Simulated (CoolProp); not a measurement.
C3F8 (R218) at 293.15 K and 0.379 MPa is throttled through a valve to 0.0857 MPa with no heat exchange. Each further row changes one setting.

Computed with CoolProp (reference Helmholtz-energy equation of state, Lemmon 2006). It is a short technical equation, of lower accuracy than the large ones.

```tsv
case	temperature change (K)	final density (kg/m³)
as stated	[?]	[?]
outlet pressure 0.0257 MPa	[?]	[?]
outlet pressure 0.111 MPa	[?]	[?]
```

Task: Fill in the missing entries.

Result: 
- as stated, temperature change (K): -4.3
- as stated, final density (kg/m³): 6.85
- outlet pressure 0.0257 MPa, temperature change (K): -5.2
- outlet pressure 0.0257 MPa, final density (kg/m³): 2.03
- outlet pressure 0.111 MPa, temperature change (K): -4.0
- outlet pressure 0.111 MPa, final density (kg/m³): 8.91
